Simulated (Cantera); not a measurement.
A perfectly stirred reactor is fed with 29.7 % NH₃, 70.3 % H₂, at 0.0132 atm; it is held at 2050 K, and followed from long to short residence time.

Model: the gas-phase N/H chemistry of the illustrative SiF4/NH3 mechanism in the Surface Chemkin manual (1991), integrated in Cantera. Walls and surfaces, which speed up NH3 decomposition in real reactors, are not modelled.

Task: Predict: x(NH₃) at τ = 1.80 s; x(H₂) at τ = 1.80 s; x(N₂H₂) at τ = 1.80 s; x(NH) at τ = 1.80 s; x(NH₂) at τ = 1.80 s; x(NH₃) at τ = 65.0 ms; x(H₂) at τ = 65.0 ms; x(N₂H₂) at τ = 65.0 ms; x(NH) at τ = 65.0 ms; x(NH₂) at τ = 65.0 ms.

Result: 
| Property | Value |
|---|---|
| x(NH₃) at τ = 1.80 s | 0.106 |
| x(H₂) at τ = 1.80 s | 0.819 |
| x(N₂H₂) at τ = 1.80 s | 9.24e-7 |
| x(NH) at τ = 1.80 s | 1.72e-5 |
| x(NH₂) at τ = 1.80 s | 0.000423 |
| x(NH₃) at τ = 65.0 ms | 0.279 |
| x(H₂) at τ = 65.0 ms | 0.713 |
| x(N₂H₂) at τ = 65.0 ms | 2.71e-6 |
| x(NH) at τ = 65.0 ms | 2.19e-5 |
| x(NH₂) at τ = 65.0 ms | 0.000788 |
